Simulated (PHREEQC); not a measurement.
**Phosphoric acid bath: an equilibrium model**

Consider water at 25 °C with 0.0032 mol H3PO4, 0.0057 mol HCl and 0.0054 mol ZnSO4 per kg of water. Closed to the air; pH follows from the charge balance.

Model: ion-association model, wateq4f.dat, run in PHREEQC.

This is a speciation only: nothing precipitates in the calculation.

**Question.** Estimate the pH.

**Answer.** pH 2.25.

**Question.** In which forms is S present?

**Answer.** SO4-2 59 %, HSO4- 21 %, ZnSO4 19 %, Zn(SO4)2-2 1.0 % of the S.

Complexes and solids missing from the database can't appear. H3PO4, which wateq4f.dat lacks, is added to it with the constant of phreeqc.dat. The database has no phosphate complexes of Zn.
